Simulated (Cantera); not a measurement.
Mixture: C3H8 : O2 : N2 = 1 : 6.58 : 24.7 (molar parts), equivalence ratio 0.76, at 0.385 atm, adiabatic and at constant volume. Ignition delay is the time to a rise of 400 K.

Model: GRI-Mech 3.0 (53 species, 325 reactions), integrated in Cantera. GRI-Mech 3.0 was tuned for natural gas; its chemistry of propane as a main component is partial and can be far from experiment.

Problem. Predict: delay at 1075 K; delay at 1175 K; delay at 1275 K; delay at 1375 K; delay at 1475 K; apparent activation energy between 1425 and 1525 K.

Solution. 
| Property | Value |
|---|---|
| delay at 1075 K | 0.153 s |
| delay at 1175 K | 14.6 ms |
| delay at 1275 K | 2.10 ms |
| delay at 1375 K | 0.474 ms |
| delay at 1475 K | 0.159 ms |
| apparent activation energy between 1425 and 1525 K | 170 kJ/mol |
